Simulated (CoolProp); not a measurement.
Dodecamethylcyclohexasiloxane (D6) along the isotherm 250.65 °C: density (kg/m³) from the reference equation and from simpler models built on Tc = 372.6 °C, pc = 961.4 kPa, ω = 0.736; each cubic takes its own stable root.

The numbers come from the reference Helmholtz-energy equation of state, Colonna 2008 in CoolProp. It is a short technical equation, of lower accuracy than the large ones.

| p (kPa) | phase | reference |
|---|---|---|
| 4.56 | gas | 0.4677 |
| 6.88 | gas | 0.7070 |
| 10.4 | gas | 1.072 |
| 15.7 | gas | 1.626 |
| 23.6 | gas | 2.461 |
| 35.6 | gas | 3.754 |
| 53.8 | gas | 5.771 |
| 81.1 | gas | 8.939 |
| 122 | liquid | 696.6 |
| 185 | liquid | 697.4 |
| 278 | liquid | 698.4 |
| 420 | liquid | 700.1 |
| 634 | liquid | 702.5 |
| 956 | liquid | 705.9 |
| 1440 | liquid | 710.9 |

Q: How far does each simpler model (van der Waals, Soave-Redlich-Kwong) lie from the reference over these 15 states: mean and median of the absolute difference, and the worst?

A: 
- van der Waals: mean 30.7 %, median 3.2 %, worst -98.1 % at 250.65 °C and 122 kPa
- Soave-Redlich-Kwong: mean 3.4 %, median 0.6 %, worst -7.3 % at 250.65 °C and 122 kPa

At some of these states van der Waals gives the other phase, because its saturation line lies elsewhere.
